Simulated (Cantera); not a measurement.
Input (Python, Cantera):

```python
import numpy as np
import cantera as ct

gas = ct.Solution("gri30.yaml")


def delay(T, t_max=10):
    gas.TPX = T, 1000000, {'C3H8': 1, 'O2': 11.4, 'N2': 42.7}
    reactor = ct.IdealGasReactor(gas, clone=False)
    net = ct.ReactorNet([reactor])
    net.rtol, net.atol = 1e-8, 1e-16
    while net.time < t_max:
        t_old, T_old = net.time, reactor.T
        net.step()
        if reactor.T > T + 400:  # ignition: a rise of 400 K
            return t_old + (T + 400 - T_old) / (reactor.T - T_old) * (net.time - t_old)
    return np.nan


taus = []
for T in [1223, 1273, 1323, 1373, 1423, 1473, 1523, 1573]:
    taus.append(delay(T))
    print(f"T0 = {T:6g} K   tau = {taus[-1]:.4e} s")
```

Result:

```
T0 =   1223 K   tau = 9.3693e-04 s
T0 =   1273 K   tau = 4.0163e-04 s
T0 =   1323 K   tau = 1.8115e-04 s
T0 =   1373 K   tau = 8.6937e-05 s
T0 =   1423 K   tau = 4.4666e-05 s
T0 =   1473 K   tau = 2.4594e-05 s
T0 =   1523 K   tau = 1.4476e-05 s
T0 =   1573 K   tau = 9.0658e-06 s
```

Model: GRI-Mech 3.0 (53 species, 325 reactions), integrated in Cantera. GRI-Mech 3.0 was tuned for natural gas; its chemistry of propane as a main component is partial and can be far from experiment.
